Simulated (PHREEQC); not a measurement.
Leach liquor (model solution)

Dissolve 6.1 mmol/kgw HCl, 0.42 mmol/kgw Al2(SO4)3 and 2.4 mmol/kgw MgSO4 at 25 °C. Closed to the air; pH follows from the charge balance.

Model: ion-association model, phreeqc.dat, run in PHREEQC.

pH: 2.31
ionic strength: 0.0159 mol/kgw
total alkalinity: -6.10 meq/kg

```json
[
 {"species": "Cl-", "molality": "0.00610", "activity": "0.00537", "log γ": "-0.056"},
 {"species": "H+", "molality": "0.00543", "activity": "0.00487", "log γ": "-0.047"},
 {"species": "SO4-2", "molality": "0.00206", "activity": "0.00126", "log γ": "-0.214"},
 {"species": "Mg+2", "molality": "0.00203", "activity": "0.00126", "log γ": "-0.206"},
 {"species": "HSO4-", "molality": "0.000675", "activity": "0.000595", "log γ": "-0.055"},
 {"species": "AlSO4+", "molality": "0.000516", "activity": "0.000456", "log γ": "-0.054"},
 {"species": "MgSO4", "molality": "0.000371", "activity": "0.000372", "log γ": "0.002"},
 {"species": "Al+3", "molality": "0.000303", "activity": "0.000115", "log γ": "-0.422"},
 {"species": "Al(SO4)2-", "molality": "2.05e-5", "activity": "1.81e-5", "log γ": "-0.054"},
 {"species": "AlOH+2", "molality": "3.79e-7", "activity": "2.34e-7", "log γ": "-0.210"},
 {"species": "AlHSO4+2", "molality": "3.26e-7", "activity": "1.97e-7", "log γ": "-0.219"}
]
```

No solid was allowed to form. Species that the database lacks are ignored.
